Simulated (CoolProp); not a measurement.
Saturation properties of CH2F2 (R32).

Computed with CoolProp (reference Helmholtz-energy equation of state, Tillner-Roth 1997).

```csv
T (K),p (MPa),liquid density (kg/m³),liquid cp (kJ/(kg K)),liquid conductivity (mW/(m K))
232,0.1683,1183,1.605,186
238.9,0.2287,1163,1.620,181
245.9,(withheld),1143,1.639,176
252.8,0.4004,1122,1.660,170
259.7,0.5160,1100,1.684,165
266.7,0.6578,1077,(withheld),160
273.6,0.8249,1054,1.747,154
280.5,1.022,1029,1.788,149
287.5,1.257,(withheld),1.838,143
294.4,1.526,976.4,1.898,137
301.3,1.837,947.7,1.974,131
308.3,2.198,916.4,2.073,125
```

Q: Complete the blanks.

A: 
- 245.9, p (MPa): 0.3059
- 266.7, liquid cp (kJ/(kg K)): 1.713
- 287.5, liquid density (kg/m³): 1003

It boils at 221.5 K under 1 atm.

Thermal conductivity comes from a separate model (Huber 2003), an estimate that may be off by 10 % or more.
